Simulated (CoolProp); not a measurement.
A Linde-Hampson liquefier for normal hydrogen: isothermal reversible compression at 200 K from 1 atm to 20 MPa, throttling to 1 atm, return gas leaving the recuperator 5 K below the feed. Each further row changes one setting.

Model: reference Helmholtz-energy equation of state, Leachman 2009, in CoolProp.

```csv
case,compression work (kJ/kg of gas)
as stated,4480
high pressure 40 MPa,5200
warm-end temperature 230 K,5150
warm-end gap 10 K,4480
```
